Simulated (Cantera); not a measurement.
Dilute partial oxidation

An isothermal, constant-pressure homogeneous reactor starts with CH₂O : O₂ : N₂ = 0.012 : 0.0021 : 1 (molar parts), at 1275 K and 3830 Torr.

Cantera simulation using GRI-Mech 3.0 (53 species, 325 reactions); the numbers are that mechanism's predictions, not measurements.

```json
[
 {"t (s)": "0.000100", "x CH₂O": "0.0112", "x O₂": "0.00200", "x C₂H₄": "<1e-12", "x NO₂": "<1e-12", "x H₂": "0.000521", "x N₂O": "1.35e-10", "x HCO": "2.64e-6"},
 {"t (s)": "0.000516", "x CH₂O": "6.14e-9", "x O₂": "0.000840", "x C₂H₄": "2.80e-11", "x NO₂": "<1e-12", "x H₂": "0.00932", "x N₂O": "8.70e-9", "x HCO": "6.72e-8"},
 {"t (s)": "0.00266", "x CH₂O": "1.31e-9", "x O₂": "6.19e-8", "x C₂H₄": "5.38e-12", "x NO₂": "<1e-12", "x H₂": "0.00824", "x N₂O": "3.42e-10", "x HCO": "1.96e-8"},
 {"t (s)": "0.0137", "x CH₂O": "3.93e-10", "x O₂": "2.92e-10", "x C₂H₄": "2.57e-11", "x NO₂": "<1e-12", "x H₂": "0.00841", "x N₂O": "3.25e-11", "x HCO": "2.80e-9"},
 {"t (s)": "0.0707", "x CH₂O": "2.52e-10", "x O₂": "4.50e-12", "x C₂H₄": "4.01e-11", "x NO₂": "<1e-12", "x H₂": "0.00851", "x N₂O": "6.54e-12", "x HCO": "4.43e-10"},
 {"t (s)": "0.365", "x CH₂O": "2.28e-10", "x O₂": "<1e-12", "x C₂H₄": "3.78e-11", "x NO₂": "<1e-12", "x H₂": "0.00858", "x N₂O": "<1e-12", "x HCO": "7.85e-11"},
 {"t (s)": "1.88", "x CH₂O": "2.24e-10", "x O₂": "<1e-12", "x C₂H₄": "3.63e-11", "x NO₂": "<1e-12", "x H₂": "0.00864", "x N₂O": "<1e-12", "x HCO": "1.61e-11"},
 {"t (s)": "9.70", "x CH₂O": "2.24e-10", "x O₂": "<1e-12", "x C₂H₄": "3.58e-11", "x NO₂": "<1e-12", "x H₂": "0.00872", "x N₂O": "<1e-12", "x HCO": "7.74e-12"},
 {"t (s)": "50.0", "x CH₂O": "2.25e-10", "x O₂": "<1e-12", "x C₂H₄": "3.41e-11", "x NO₂": "<1e-12", "x H₂": "0.00897", "x N₂O": "<1e-12", "x HCO": "7.58e-12"}
]
```
x: mole fraction; the columns are a selection and need not sum to one.

Equilibrium at this temperature and pressure: CH₂O 2.25e-10, O₂ <1e-12, C₂H₄ <1e-12, NO₂ <1e-12, H₂ 0.00924, N₂O <1e-12, HCO 7.50e-12 (gas phase only).
